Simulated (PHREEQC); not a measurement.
0.17 g of hydrous ferric oxide (600 m²/g; 0.2 weak and 0.005 strong sites per Fe, Dzombak-Morel constants, diffuse double layer) in 1 kg of water with 0.3 mol/kgw of an inert sodium salt and 4.1e-06 mol CaCl2, at 25 °C; the pH is set by adding NaOH or the inert anion's acid. Oxygen is held at 0.21 atm. No CO2 enters from the air. Nothing may precipitate in this run.

Base run: PHREEQC, ion-association model, wateq4f.dat. Each further column changes one thing. The table gives surface charge σ (C/m²).

```json
[
 {"pH": "4", "base": "0.349", "background salt from 0.3 to 0.03 mol/kgw": "0.271", "oxide from 0.17 to 0.85 g/kgw": "0.349", "0.00016 mol/kgw ZnCl2 added": "0.349"},
 {"pH": "5", "base": "0.269", "background salt from 0.3 to 0.03 mol/kgw": "0.157", "oxide from 0.17 to 0.85 g/kgw": "0.269", "0.00016 mol/kgw ZnCl2 added": "0.269"},
 {"pH": "5.5", "base": "0.210", "background salt from 0.3 to 0.03 mol/kgw": "0.111", "oxide from 0.17 to 0.85 g/kgw": "0.210", "0.00016 mol/kgw ZnCl2 added": "0.212"},
 {"pH": "6", "base": "0.154", "background salt from 0.3 to 0.03 mol/kgw": "0.075", "oxide from 0.17 to 0.85 g/kgw": "0.154", "0.00016 mol/kgw ZnCl2 added": "0.157"},
 {"pH": "7", "base": "0.066", "background salt from 0.3 to 0.03 mol/kgw": "0.028", "oxide from 0.17 to 0.85 g/kgw": "0.066", "0.00016 mol/kgw ZnCl2 added": "0.090"},
 {"pH": "8", "base": "0.006", "background salt from 0.3 to 0.03 mol/kgw": "0.002", "oxide from 0.17 to 0.85 g/kgw": "0.006", "0.00016 mol/kgw ZnCl2 added": "0.057"},
 {"pH": "8.5", "base": "-0.020", "background salt from 0.3 to 0.03 mol/kgw": "-0.008", "oxide from 0.17 to 0.85 g/kgw": "-0.021", "0.00016 mol/kgw ZnCl2 added": "0.035"},
 {"pH": "9", "base": "-0.050", "background salt from 0.3 to 0.03 mol/kgw": "-0.020", "oxide from 0.17 to 0.85 g/kgw": "-0.051", "0.00016 mol/kgw ZnCl2 added": "0.011"},
 {"pH": "10", "base": "-0.128", "background salt from 0.3 to 0.03 mol/kgw": "-0.060", "oxide from 0.17 to 0.85 g/kgw": "-0.131", "0.00016 mol/kgw ZnCl2 added": "-0.038"}
]
```

 In at least one series the solution becomes supersaturated in solids that the run did not let form, among them Zn(OH)2-e.
